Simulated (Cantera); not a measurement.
Charge: 1 mol FeS2, 1700 mol H2, 21 mol N2, held at 0.133 bar.

These are equilibrium values from Cantera (NASA tables, ideal gas, pure condensed phases), not measurements of a reactor. Candidate condensed phases: Fe, FeS, FeS2, S; 16 gas species. Kinetics and transport are ignored.

Question: At 1750 K, list the 5 most abundant gas species with their mole fractions, and the condensed phases.

Answer: H2 0.986, N2 0.0122, H2S 0.00106, H 0.000632, Fe 0.000105. Condensed: Fe(δ).
